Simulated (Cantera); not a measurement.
An isothermal, constant-pressure homogeneous reactor starts with C₂H₆ : H₂ = 1 : 28 (molar parts), at 1100 K and 20.0 Torr.

Model: GRI-Mech 3.0 (53 species, 325 reactions), integrated in Cantera. GRI-Mech 3.0 stops at C3 and has no aromatics, soot or wall deposition, so with more carbon than oxygen in the feed, carbon stays in small species such as C2H2 where larger ones or solid carbon would form. Radical loss at walls, strong at low pressure, is not modelled.

x: mole fraction; the columns are a selection and need not sum to one.

```json
[
 {"t (s)": "5.00e-6", "x C₂H₆": "0.0345", "x H₂": "0.966", "x CH₂": "<1e-12", "x CH₃": "(withheld)", "x C₂H": "<1e-12", "x C₂H₄": "<1e-12"},
 {"t (s)": "4.46e-5", "x C₂H₆": "0.0345", "x H₂": "0.966", "x CH₂": "<1e-12", "x CH₃": "(withheld)", "x C₂H": "<1e-12", "x C₂H₄": "5.33e-11"},
 {"t (s)": "0.000398", "x C₂H₆": "0.0345", "x H₂": "0.966", "x CH₂": "<1e-12", "x CH₃": "(withheld)", "x C₂H": "<1e-12", "x C₂H₄": "7.38e-8"},
 {"t (s)": "0.00355", "x C₂H₆": "0.0345", "x H₂": "0.966", "x CH₂": "<1e-12", "x CH₃": "(withheld)", "x C₂H": "<1e-12", "x C₂H₄": "1.34e-5"},
 {"t (s)": "0.0316", "x C₂H₆": "0.0333", "x H₂": "0.965", "x CH₂": "4.49e-12", "x CH₃": "(withheld)", "x C₂H": "<1e-12", "x C₂H₄": "0.00104"},
 {"t (s)": "0.282", "x C₂H₆": "0.0135", "x H₂": "0.963", "x CH₂": "1.42e-11", "x CH₃": "(withheld)", "x C₂H": "<1e-12", "x C₂H₄": "0.0171"},
 {"t (s)": "2.51", "x C₂H₆": "0.000459", "x H₂": "0.961", "x CH₂": "<1e-12", "x CH₃": "6.52e-7", "x C₂H": "<1e-12", "x C₂H₄": "0.0259"},
 {"t (s)": "22.4", "x C₂H₆": "0.000276", "x H₂": "0.960", "x CH₂": "<1e-12", "x CH₃": "6.19e-7", "x C₂H": "<1e-12", "x C₂H₄": "0.0204"},
 {"t (s)": "200", "x C₂H₆": "0.000179", "x H₂": "0.955", "x CH₂": "<1e-12", "x CH₃": "(withheld)", "x C₂H": "1.03e-12", "x C₂H₄": "0.0133"}
]
```

### Question
Complete the blanks.

### Answer

- 5.00e-6, x CH₃: 4.57e-9
- 4.46e-5, x CH₃: 3.62e-8
- 0.000398, x CH₃: 1.38e-7
- 0.00355, x CH₃: 1.83e-7
- 0.0316, x CH₃: 2.23e-6
- 0.282, x CH₃: 3.88e-6
- 200, x CH₃: 8.56e-7
